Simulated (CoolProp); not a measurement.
Propylene at several states: density (kg/m³) from the reference equation and from simpler models built on Tc = 364.2 K, pc = 45.55 bar, ω = 0.146; each cubic takes its own stable root.

Model: reference Helmholtz-energy equation of state, Lemmon 2013, in CoolProp.

```csv
T (K),p (bar),phase,reference,van der Waals,Redlich-Kwong,Soave-Redlich-Kwong
250.2,25.3,liquid,?,?,?,545.7
270.1,139,liquid,573.4,383.7,?,543.3
432.5,0.772,gas,0.9064,0.9064,0.9065,0.9063
465.6,183,supercritical,?,270.3,289.4,?
```

Problem. Some entries are withheld; supply them.

Solution. 
- 250.2, reference: 581.8
- 250.2, van der Waals: 370.8
- 250.2, Redlich-Kwong: 536.5
- 270.1, Redlich-Kwong: 536.0
- 465.6, reference: 298.4
- 465.6, Soave-Redlich-Kwong: 272.3
